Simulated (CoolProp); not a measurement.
A single-stage vapour-compression cycle with n-perfluorohexane: evaporating at 298.15 K (dew point), condensing at 337.15 K (bubble point), superheat 0 K, subcooling 8 K, compressor efficiency 0.8, no pressure losses. Each further row changes one setting.

Values from CoolProp's reference Helmholtz-energy equation of state, Gao 2022.

```json
[
 {"case": "as stated", "cooling COP": "4.97", "pressure ratio": "4.32", "discharge temperature (K)": "337.1", "refrigerating effect (kJ/kg)": "59.9", "volumetric capacity (kJ/m³)": "246"},
 {"case": "evaporating temperature 303.15 K", "cooling COP": "6.09", "pressure ratio": "…", "discharge temperature (K)": "337.1", "refrigerating effect (kJ/kg)": "…", "volumetric capacity (kJ/m³)": "321"},
 {"case": "condensing temperature 332.15 K", "cooling COP": "6.02", "pressure ratio": "3.67", "discharge temperature (K)": "332.2", "refrigerating effect (kJ/kg)": "65.3", "volumetric capacity (kJ/m³)": "269"},
 {"case": "subcooling 13 K", "cooling COP": "5.43", "pressure ratio": "4.32", "discharge temperature (K)": "337.1", "refrigerating effect (kJ/kg)": "65.3", "volumetric capacity (kJ/m³)": "269"},
 {"case": "superheat 10 K", "cooling COP": "5.16", "pressure ratio": "4.32", "discharge temperature (K)": "337.1", "refrigerating effect (kJ/kg)": "68.1", "volumetric capacity (kJ/m³)": "270"},
 {"case": "compressor efficiency 0.7", "cooling COP": "…", "pressure ratio": "4.32", "discharge temperature (K)": "337.1", "refrigerating effect (kJ/kg)": "59.9", "volumetric capacity (kJ/m³)": "246"}
]
```

### Question
What belongs in the gaps?

### Answer

- evaporating temperature 303.15 K, pressure ratio: 3.49
- evaporating temperature 303.15 K, refrigerating effect (kJ/kg): 63.8
- compressor efficiency 0.7, cooling COP: 4.35

The compression ends wet for: as stated; evaporating temperature 303.15 K; condensing temperature 332.15 K; subcooling 13 K; superheat 10 K; compressor efficiency 0.7.
